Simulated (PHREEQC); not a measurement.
A solution holds 0.022 mol HF, 8.8e-05 mol H2SiF6, 0.081 mol HBF4 and 0.33 mol HNO3 per kg of water, at 2.3 °C. Closed to the air; pH follows from the charge balance.

The numbers come from PHREEQC with the ion-association model, wateq4f.dat.

Each row changes one thing in this solution. No solid was allowed to form.

| case | pH | ionic strength (mol/kgw) | HF (mol/kgw) | H2F2 (mol/kgw) | BF3OH- (mol/kgw) | H3BO3 (mol/kgw) | SI of Quartz (SiO2) |
|---|---|---|---|---|---|---|---|
| as made | 0.50 | 0.411 | 0.0193 | 0.00233 | 0.000894 | 0.000293 | -4.42 |
| diluted 10-fold with water | 1.46 | 0.0404 | 0.00553 | 0.000175 | 0.000298 | 0.000878 | -3.52 |
| diluted 2-fold with water | 0.78 | 0.205 | 0.0124 | 0.000910 | 0.000723 | 0.000632 | -3.90 |
| H2SiF6 from 8.8e-05 to 1.76e-05 mol/kgw | 0.50 | 0.411 | 0.0193 | 0.00233 | 0.000894 | 0.000293 | -5.12 |
| temperature from 2.3 to 30 °C | 0.50 | 0.410 | 0.0244 | 0.00143 | 0.00117 | 0.00102 | -3.07 |
| HF left out | 0.50 | 0.409 | 0.0110 | 0.000749 | 0.00152 | 0.00272 | -2.94 |

Away from 25 °C the constants follow the database's enthalpies or fits; those with neither stay at their 25 °C values. SiF6-2 is the database's only silicon fluoride. Real BF4- forms and hydrolyses slowly; the run takes it at equilibrium.
